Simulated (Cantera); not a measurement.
## Si + NF₃ + H₂ (silicon etching in halogen gases)

A closed system holds: 1 mol Si, 1.1 mol NF₃, 31 mol H₂, at 1025 K and 8.50 Pa.

These are equilibrium values from Cantera (NASA tables, ideal gas, pure condensed phases), not measurements of a reactor. Candidate condensed phases: Si, Si₃N₄; 37 gas species. The tables' values for SiF₃ are old estimates; treat these amounts as uncertain. Equilibrium is a limit: real reactors are often held back by kinetics, nucleation or transport.

| Item | Result |
|---|---|
| x(H₂) | 0.961 |
| x(SiF₄) | 0.0252 |
| x(N₂) | 0.0134 |
| x(HF) | 0.000678 |
| x(SiHF₃) | 0.000115 |
| x(SiF₃) | 0.000112 |
| n(Si₃N₄(s)) | 0.0595 mol |
| gas amount | 32.26 mol |
| log10 activity of Si(s) (absent) | -2.91 |
